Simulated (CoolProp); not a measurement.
Vapour-liquid equilibrium of R22 (1) + ethanol (2) at 0.0879 MPa; x and y are mole fractions of (1).

Computed with CoolProp (multi-fluid Helmholtz-energy mixture model, Kamei 1995 and Schroeder 2014; pair parameters Bell 2016).

```tsv
x	bubble temperature, mixture model (°C)	bubble temperature, Raoult's law (°C)	y, mixture model	y, Raoult's law
0.05	24.2	37.8	0.916	0.827
0.2	___	-4.1	0.997	0.989
0.35	___	-19.5	0.999	0.997
0.5	-37.4	-28.3	0.999	0.999
0.65	___	-34.5	1.000	1.000
0.8	-40.8	-39.1	1.000	1.000
0.95	___	-42.7	1.000	1.000
```

### Question
What belongs in the gaps?

### Answer

- 0.2, bubble temperature, mixture model (°C): -20.0
- 0.35, bubble temperature, mixture model (°C): -32.4
- 0.65, bubble temperature, mixture model (°C): -39.5
- 0.95, bubble temperature, mixture model (°C): -42.8

The largest gap from Raoult's law is -15.9 K in bubble temperature, at x = 0.2. No azeotrope shows between x = 0.05 and 0.95.

Pair parameters are fitted to limited data, so mixtures are less certain than the pure fluids. With so large a gap from Raoult's law the liquid may split in two, which this calculation doesn't test in full.
